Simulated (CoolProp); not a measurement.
Vapour-liquid equilibrium of ethylene (1) + isobutane (2) at -73.75 °C; x and y are mole fractions of (1).

Model: multi-fluid Helmholtz-energy mixture model, Smukala 2000 and Bücker 2006; pair parameters Bell 2016, in CoolProp.

```csv
x,bubble pressure (bar),y at the bubble point,dew pressure at overall composition x (bar),liquid density (mol/L)
0.05,[?],0.835,[?],11.59
0.125,0.4900,0.933,[?],12.00
0.2,0.7819,0.961,0.04555,12.43
0.275,1.088,0.974,0.05021,[?]
0.35,1.408,0.982,0.05593,13.37
0.425,1.739,0.987,0.06313,13.87
0.5,2.079,0.990,0.07245,14.41
0.575,2.426,0.993,0.08500,14.97
0.65,2.778,0.995,0.1028,15.56
0.725,3.132,0.996,0.1300,16.17
0.8,3.487,0.998,0.1769,16.82
0.875,3.842,0.999,0.2765,17.48
0.95,4.200,0.999,0.6333,18.16
```

Question: What belongs in the gaps?

Answer: 
- 0.05, bubble pressure (bar): 0.2130
- 0.05, dew pressure at overall composition x (bar): 0.03841
- 0.125, dew pressure at overall composition x (bar): 0.04167
- 0.275, liquid density (mol/L): 12.89

No azeotrope shows between x = 0.05 and 0.95.

The pair parameters rest on a limited set of measurements; away from them the model extrapolates.
